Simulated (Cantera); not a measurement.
What does this Cantera script print?

```python
import numpy as np
import cantera as ct

gas_names = """
    N NO NO2 NO3 N2 N2O O O2 O3 Pb PbO Pb2
""".split()
cond_names = """
    Pb(cr) Pb(L) PbO(rd) PbO(yw) PbO(L) PbO2(s) Pb3O4(s)
""".split()


def load(file, names, dense=False):
    # The tables refer to 1 bar. Condensed volumes are neglected.
    table = {s.name: s for s in ct.Species.list_from_file(file)}
    out = []
    for n in names:
        d = dict(table[n].input_data)
        d["thermo"] = dict(d["thermo"], **{"reference-pressure": 1e5})
        if dense:
            d["equation-of-state"] = {"model": "constant-volume", "density": "1e6 g/cm^3"}
        out.append(ct.Species.from_dict(d))
    return out


gas = ct.Solution(thermo="ideal-gas", species=load("nasa_gas.yaml", gas_names))
cond = {s.name: ct.Solution(thermo="fixed-stoichiometry", species=[s], name=s.name)
        for s in load("nasa_condensed.yaml", cond_names, dense=True)}
atoms = {
    'PbO': {'Pb': 1, 'O': 1},
    'N2': {'N': 2},
}
top_T = {'Pb3O4(s)': 820}  # K; cautious upper limits of use, not melting points


def equilibrate(T, P, feed):
    n = {}
    for name, mol in feed.items():
        for a, k in atoms[name].items():
            n[a] = n.get(a, 0.0) + k * mol
    gas.TPX = T, P, n
    mass = sum(n.values()) * gas.mean_molecular_weight
    gas.equilibrate("TP")
    valid = [c for c in cond.values() if c.min_temp <= T <= top_T.get(c.name, c.max_temp)]
    mix = ct.Mixture([(gas, mass / gas.mean_molecular_weight)] + [(c, 0.0) for c in valid])
    mix.T, mix.P = T, P
    mix.equilibrate("TP", solver="vcs", rtol=1e-11, max_steps=5000)
    return mix


results = []
P = 1000  # Pa
for T in [600, 675, 750, 825, 900, 975, 1050, 1125, 1200, 1275, 1350, 1425, 1500]:
    for m in [1.1, 1.4, 1.9, 2.4, 3.2, 4.1, 5.3, 6.9, 8.9, 12, 15, 19, 25]:
        feed = {'PbO': 1, 'N2': m}  # mol
        mix = equilibrate(T, P, feed)
        results.append((T, P, feed, dict(zip(mix.species_names, mix.species_moles))))

for T, P, feed, n in results:
    print(f"{T:7g} {feed['N2']:10.4g}  " + (" + ".join(c for c in cond_names if n.get(c, 0) > 1e-12) or "gas only"))
```

Result:

```
    600        1.1  PbO(rd)
    600        1.4  PbO(rd)
    600        1.9  PbO(rd)
    600        2.4  PbO(rd)
    600        3.2  PbO(rd)
    600        4.1  PbO(rd)
    600        5.3  PbO(rd)
    600        6.9  PbO(rd)
    600        8.9  PbO(rd)
    600         12  PbO(rd)
    600         15  PbO(rd)
    600         19  PbO(rd)
    600         25  PbO(rd)
    675        1.1  PbO(rd)
    675        1.4  PbO(rd)
    675        1.9  PbO(rd)
    675        2.4  PbO(rd)
    675        3.2  PbO(rd)
    675        4.1  PbO(rd)
    675        5.3  PbO(rd)
    675        6.9  PbO(rd)
    675        8.9  PbO(rd)
    675         12  PbO(rd)
    675         15  PbO(rd)
    675         19  PbO(rd)
    675         25  PbO(rd)
    750        1.1  PbO(rd)
    750        1.4  PbO(rd)
    750        1.9  PbO(rd)
    750        2.4  PbO(rd)
    750        3.2  PbO(rd)
    750        4.1  PbO(rd)
    750        5.3  PbO(rd)
    750        6.9  PbO(rd)
    750        8.9  PbO(rd)
    750         12  PbO(rd)
    750         15  PbO(rd)
    750         19  PbO(rd)
    750         25  PbO(rd)
    825        1.1  PbO(yw)
    825        1.4  PbO(yw)
    825        1.9  PbO(yw)
    825        2.4  PbO(yw)
    825        3.2  PbO(yw)
    825        4.1  PbO(yw)
    825        5.3  PbO(yw)
    825        6.9  PbO(yw)
    825        8.9  PbO(yw)
    825         12  PbO(yw)
    825         15  PbO(yw)
    825         19  PbO(yw)
    825         25  PbO(yw)
    900        1.1  PbO(yw)
    900        1.4  PbO(yw)
    900        1.9  PbO(yw)
    900        2.4  PbO(yw)
    900        3.2  PbO(yw)
    900        4.1  PbO(yw)
    900        5.3  PbO(yw)
    900        6.9  PbO(yw)
    900        8.9  PbO(yw)
    900         12  PbO(yw)
    900         15  PbO(yw)
    900         19  PbO(yw)
    900         25  PbO(yw)
    975        1.1  PbO(yw)
    975        1.4  PbO(yw)
    975        1.9  PbO(yw)
    975        2.4  PbO(yw)
    975        3.2  PbO(yw)
    975        4.1  PbO(yw)
    975        5.3  PbO(yw)
    975        6.9  PbO(yw)
    975        8.9  PbO(yw)
    975         12  PbO(yw)
    975         15  PbO(yw)
    975         19  PbO(yw)
    975         25  PbO(yw)
   1050        1.1  PbO(yw)
   1050        1.4  PbO(yw)
   1050        1.9  PbO(yw)
   1050        2.4  PbO(yw)
   1050        3.2  PbO(yw)
   1050        4.1  PbO(yw)
   1050        5.3  PbO(yw)
   1050        6.9  PbO(yw)
   1050        8.9  PbO(yw)
   1050         12  PbO(yw)
   1050         15  PbO(yw)
   1050         19  PbO(yw)
   1050         25  PbO(yw)
   1125        1.1  PbO(yw)
   1125        1.4  PbO(yw)
   1125        1.9  PbO(yw)
   1125        2.4  PbO(yw)
   1125        3.2  PbO(yw)
   1125        4.1  PbO(yw)
   1125        5.3  PbO(yw)
   1125        6.9  PbO(yw)
   1125        8.9  PbO(yw)
   1125         12  PbO(yw)
   1125         15  PbO(yw)
   1125         19  PbO(yw)
   1125         25  PbO(yw)
   1200        1.1  PbO(L)
   1200        1.4  PbO(L)
   1200        1.9  PbO(L)
   1200        2.4  PbO(L)
   1200        3.2  PbO(L)
   1200        4.1  PbO(L)
   1200        5.3  PbO(L)
   1200        6.9  PbO(L)
   1200        8.9  PbO(L)
   1200         12  PbO(L)
   1200         15  PbO(L)
   1200         19  PbO(L)
   1200         25  PbO(L)
   1275        1.1  PbO(L)
   1275        1.4  PbO(L)
   1275        1.9  PbO(L)
   1275        2.4  PbO(L)
   1275        3.2  PbO(L)
   1275        4.1  PbO(L)
   1275        5.3  PbO(L)
   1275        6.9  PbO(L)
   1275        8.9  PbO(L)
   1275         12  PbO(L)
   1275         15  PbO(L)
   1275         19  PbO(L)
   1275         25  PbO(L)
   1350        1.1  PbO(L)
   1350        1.4  PbO(L)
   1350        1.9  PbO(L)
   1350        2.4  PbO(L)
   1350        3.2  PbO(L)
   1350        4.1  PbO(L)
   1350        5.3  PbO(L)
   1350        6.9  PbO(L)
   1350        8.9  gas only
   1350         12  gas only
   1350         15  gas only
   1350         19  gas only
   1350         25  gas only
   1425        1.1  PbO(L)
   1425        1.4  PbO(L)
   1425        1.9  gas only
   1425        2.4  gas only
   1425        3.2  gas only
   1425        4.1  gas only
   1425        5.3  gas only
   1425        6.9  gas only
   1425        8.9  gas only
   1425         12  gas only
   1425         15  gas only
   1425         19  gas only
   1425         25  gas only
   1500        1.1  gas only
   1500        1.4  gas only
   1500        1.9  gas only
   1500        2.4  gas only
   1500        3.2  gas only
   1500        4.1  gas only
   1500        5.3  gas only
   1500        6.9  gas only
   1500        8.9  gas only
   1500         12  gas only
   1500         15  gas only
   1500         19  gas only
   1500         25  gas only
```

Cantera equilibrium calculation (NASA polynomials, part measured and part estimated; ideal gas, pure solids and liquids).
